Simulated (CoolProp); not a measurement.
R115 at 253.07 K and 3.8 MPa is throttled through a valve to 0.909 MPa with no heat exchange. Each further row changes one setting.

Computed with CoolProp (reference Helmholtz-energy equation of state, Lemmon 2016).

```json
[
 {"case": "as stated", "temperature change (K)": "___", "final density (kg/m³)": "1480"},
 {"case": "outlet pressure 0.273 MPa", "temperature change (K)": "___", "final density (kg/m³)": "1470"},
 {"case": "outlet pressure 1.18 MPa", "temperature change (K)": "___", "final density (kg/m³)": "1480"}
]
```

### Question
Some entries are withheld; supply them.

### Answer

- as stated, temperature change (K): +0.8
- outlet pressure 0.273 MPa, temperature change (K): +0.9
- outlet pressure 1.18 MPa, temperature change (K): +0.7
